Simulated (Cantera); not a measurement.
# Chlorosilane synthesis and conversion: Si + Cl2 + H2

Feed: 1 mol Si, 2.4 mol Cl2, a varied amount of H2, held at 725 °C and 0.100 bar.

Cantera equilibrium calculation (NASA polynomials, part measured and part estimated; ideal gas, pure solids and liquids). Candidate condensed phases: Si; 19 gas species. The tables' values for SiCl3 are old estimates; treat these amounts as uncertain. Kinetics and transport are ignored.

```tsv
n(H2) (mol)	log p H2	log p SiCl4	log p HCl	log p SiHCl3	log p SiCl3	log p SiH2Cl2
1.9	-1.35	-1.52	-1.61	-3.42	-4.52	-6.29
3.4	-1.21	-1.69	-1.76	-3.30	-4.46	-5.87
4.8	-1.15	-1.81	-1.87	-3.25	-4.44	-5.66
6.2	-1.12	-1.90	-1.95	-3.23	-4.44	-5.52
7.6	-1.10	-1.98	-2.02	-3.22	-4.44	-5.43
9.1	-1.09	-2.05	-2.08	-3.21	-4.44	-5.34
10	-1.08	-2.09	-2.11	-3.21	-4.44	-5.30
12	-1.07	-2.17	-2.18	-3.21	-4.45	-5.23
13	-1.06	-2.20	-2.21	-3.22	-4.45	-5.20
15	-1.05	-2.26	-2.26	-3.22	-4.46	-5.14
16	-1.05	-2.29	-2.28	-3.22	-4.47	-5.12
18	-1.05	-2.35	-2.32	-3.23	-4.48	-5.08
19	-1.04	-2.37	-2.34	-3.23	-4.48	-5.06
```
log p: log10 of the partial pressure in bar; nothing condenses.

From 1.9 mol H2 to 19 mol H2 nothing is condensed. The main Si-bearing gas is SiCl4 throughout.
